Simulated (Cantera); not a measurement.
Feed: 1 mol HMDSO, 0.77 mol O₃, 32 mol N₂, 2.2 mol CO₂, at 452 °C and 17.0 mbar.

Equilibrium computed with Cantera from the NASA thermochemical tables; the gas is ideal and each condensed phase is pure. Candidate condensed phases: C, C₆H₆, C₇H₈, C₈H₁₈, H₂O, Si, SiC, SiO₂, Si₂N₂O, Si₃N₄; 151 gas species. The feed counts by its element totals alone. Kinetics and transport are ignored.

Base state: N₂ 0.745, H₂ 0.186, CO 0.0286, CO₂ 0.0202, H₂O 0.0174, CH₄ 0.00302 (mole fractions); condensed: C(graphite) + SiO₂(α-quartz).

Problem. What changes in the equilibrium state with this change: pressure from 17.0 mbar to 37.0 Pa?

Solution. 
```json
[
 {"species": "N₂", "before": "0.745", "after": "0.719"},
 {"species": "H₂", "before": "0.186", "after": "0.201"},
 {"species": "CO", "before": "0.0286", "after": "0.0761"},
 {"species": "CO₂", "before": "0.0202", "after": "0.00310"},
 {"species": "H₂O", "before": "0.0174", "after": "0.00109"},
 {"species": "CH₄", "before": "0.00302", "after": "7.66e-5"},
 {"species": "C(graphite), mol", "before": "5.97", "after": "4.67"},
 {"species": "SiO₂(α-quartz), mol", "before": "2.00", "after": "2.00"}
]
```
